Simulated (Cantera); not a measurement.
An adiabatic, constant-pressure homogeneous reactor starts with H2 : O2 : N2 = 1 : 0.568 : 2.14 (molar parts), at 1023 K and 12800 Torr. Integrator tolerance rtol = 1e-08.

Cantera simulation using GRI-Mech 3.0 (53 species, 325 reactions); the numbers are that mechanism's predictions, not measurements. The hydrogen kinetics of GRI-Mech 3.0 are dated; newer H2 mechanisms differ, most at raised pressure. The pressure lies above the range GRI-Mech 3.0 was tuned for (to about 10 atm).

Task: What does this change do: pressure from 12800 Torr to 7500 Torr?

Result: 
| quantity | before | after |
|---|---|---|
| time of steepest temperature rise | 4.33 ms | 5.43 ms |
| temperature at 0.600 s | 2776 K | 2754 K |
| equilibrium temperature | 2776 K | 2754 K |
| x(H2) at 0.600 s | 0.0105 (gas-phase equilibrium 0.0105) | 0.0123 (gas-phase equilibrium 0.0123) |
| x(O2) at 0.600 s | 0.0176 (gas-phase equilibrium 0.0176) | 0.0182 (gas-phase equilibrium 0.0182) |
| x(NO) at 0.600 s | 0.00942 (gas-phase equilibrium 0.00942) | 0.00928 (gas-phase equilibrium 0.00928) |
| x(O) at 0.600 s | 0.00160 (gas-phase equilibrium 0.00160) | 0.00194 (gas-phase equilibrium 0.00194) |
| x(N2O) at 0.600 s | 1.98e-6 (gas-phase equilibrium 1.98e-6) | 1.49e-6 (gas-phase equilibrium 1.49e-6) |
| x(H2O) at 0.600 s | 0.290 (gas-phase equilibrium 0.290) | 0.287 (gas-phase equilibrium 0.287) |

Task: What does this change do: pressure from 12800 Torr to 18000 Torr?

Result: 
| quantity | before | after |
|---|---|---|
| time of steepest temperature rise | 4.33 ms | 3.63 ms |
| temperature at 0.600 s | 2776 K | 2788 K |
| equilibrium temperature | 2776 K | 2788 K |
| x(H2) at 0.600 s | 0.0105 (gas-phase equilibrium 0.0105) | 0.00949 (gas-phase equilibrium 0.00949) |
| x(O2) at 0.600 s | 0.0176 (gas-phase equilibrium 0.0176) | 0.0173 (gas-phase equilibrium 0.0173) |
| x(NO) at 0.600 s | 0.00942 (gas-phase equilibrium 0.00942) | 0.00951 (gas-phase equilibrium 0.00951) |
| x(O) at 0.600 s | 0.00160 (gas-phase equilibrium 0.00160) | 0.00140 (gas-phase equilibrium 0.00140) |
| x(N2O) at 0.600 s | 1.98e-6 (gas-phase equilibrium 1.98e-6) | 2.38e-6 (gas-phase equilibrium 2.38e-6) |
| x(H2O) at 0.600 s | 0.290 (gas-phase equilibrium 0.290) | 0.292 (gas-phase equilibrium 0.292) |
